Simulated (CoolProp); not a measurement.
Vapour-liquid equilibrium of toluene (1) + ethylbenzene (2) at 0.00369 MPa; x and y are mole fractions of (1).

Computed with CoolProp (multi-fluid Helmholtz-energy mixture model, Lemmon 2006 and Zhou 2012; pair parameters Bell 2016).

```json
[
 {"x": "0.05", "bubble temperature (°C)": "43.3", "y at the bubble point": "0.127", "dew temperature at overall composition x (°C)": "44.3", "liquid density (mol/L)": "8.026"},
 {"x": "0.125", "bubble temperature (°C)": "41.0", "y at the bubble point": "0.280", "dew temperature at overall composition x (°C)": "43.3", "liquid density (mol/L)": "8.127"},
 {"x": "0.2", "bubble temperature (°C)": "39.0", "y at the bubble point": "0.403", "dew temperature at overall composition x (°C)": "42.2", "liquid density (mol/L)": "8.227"},
 {"x": "0.275", "bubble temperature (°C)": "37.3", "y at the bubble point": "0.504", "dew temperature at overall composition x (°C)": "41.1", "liquid density (mol/L)": "8.328"},
 {"x": "0.35", "bubble temperature (°C)": "35.6", "y at the bubble point": "0.591", "dew temperature at overall composition x (°C)": "39.9", "liquid density (mol/L)": "8.429"},
 {"x": "0.425", "bubble temperature (°C)": "34.1", "y at the bubble point": "0.666", "dew temperature at overall composition x (°C)": "38.7", "liquid density (mol/L)": "8.532"},
 {"x": "0.5", "bubble temperature (°C)": "32.6", "y at the bubble point": "0.732", "dew temperature at overall composition x (°C)": "37.3", "liquid density (mol/L)": "8.636"},
 {"x": "0.575", "bubble temperature (°C)": "31.2", "y at the bubble point": "0.789", "dew temperature at overall composition x (°C)": "35.9", "liquid density (mol/L)": "8.742"},
 {"x": "0.65", "bubble temperature (°C)": "29.9", "y at the bubble point": "0.840", "dew temperature at overall composition x (°C)": "34.4", "liquid density (mol/L)": "8.848"},
 {"x": "0.725", "bubble temperature (°C)": "28.6", "y at the bubble point": "0.884", "dew temperature at overall composition x (°C)": "32.8", "liquid density (mol/L)": "8.956"},
 {"x": "0.8", "bubble temperature (°C)": "27.4", "y at the bubble point": "0.923", "dew temperature at overall composition x (°C)": "31.0", "liquid density (mol/L)": "9.066"},
 {"x": "0.875", "bubble temperature (°C)": "26.2", "y at the bubble point": "0.956", "dew temperature at overall composition x (°C)": "28.9", "liquid density (mol/L)": "9.176"},
 {"x": "0.95", "bubble temperature (°C)": "25.1", "y at the bubble point": "0.984", "dew temperature at overall composition x (°C)": "26.5", "liquid density (mol/L)": "9.288"}
]
```

No azeotrope shows between x = 0.05 and 0.95.

Pair parameters are fitted to limited data, so mixtures are less certain than the pure fluids.
